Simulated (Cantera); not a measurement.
An adiabatic, constant-volume homogeneous reactor starts with CO : H2 : CH4 : O2 : N2 = 1 : 0.31 : 0.43 : 4.09 : 15.4 (molar parts), equivalence ratio 0.37, at 1650 K and 5.00 bar.

Model: GRI-Mech 3.0 (53 species, 325 reactions), integrated in Cantera.

Task: Predict: time of steepest temperature rise; temperature at 2.00 s; equilibrium temperature; x(CO) at 2.00 s; x(H2) at 2.00 s; x(HO2) at 2.00 s.

Result: 
```
Quantity                                                               Value
---------------------------------  -----------------------------------------
time of steepest temperature rise                                    14.0 µs
temperature at 2.00 s                                                 2592 K
equilibrium temperature                                               2592 K
x(CO) at 2.00 s                      0.00413 (gas-phase equilibrium 0.00413)
x(H2) at 2.00 s                    0.000516 (gas-phase equilibrium 0.000516)
x(HO2) at 2.00 s                     1.37e-5 (gas-phase equilibrium 1.37e-5)
```
